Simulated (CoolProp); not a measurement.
Vapour-liquid equilibrium of isopentane (1) + R365MFC (2) at 0.0204 MPa; x and y are mole fractions of (1).

Model: multi-fluid Helmholtz-energy mixture model, Lemmon 2006 and Lemmon 2016; pair parameters Bell 2016, in CoolProp.

**Question.** Give the bubble temperature and the first vapour's composition at x = 0.425, 0.5, 0.575. Is there an azeotrope?

**Answer.** x = 0.425: -15.5 °C, y = 0.688; x = 0.5: -15.6 °C, y = 0.692; x = 0.575: -15.6 °C, y = 0.694. y crosses x between x = 0.65 and 0.725: the model has an azeotrope there.

The pair parameters rest on a limited set of measurements; away from them the model extrapolates.
